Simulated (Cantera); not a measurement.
An isothermal, constant-pressure homogeneous reactor starts with 0.600 % CH3OH, 0.984 % O2, 98.4 % N2, equivalence ratio 0.92, at 1575 K and 3.30 bar.

Detailed kinetics in Cantera: GRI-Mech 3.0 (53 species, 325 reactions). GRI-Mech 3.0 was tuned for natural gas; its chemistry of methanol as a main component is partial and can be far from experiment.

One state of this run: x CH3OH = 0.00282; x O2 = 0.00890; x CO = 0.00128; x CH2CO = 1.39e-7; x O = 3.11e-6; x H2 = 0.00291. x: mole fraction; the columns are a selection and need not sum to one.

### Question
Which value of t (s) does it belong to?
(A) 60.0
(B) 1.94e-5
(C) 7.57e-5
(D) 0.0674

### Answer
C, 7.57e-5
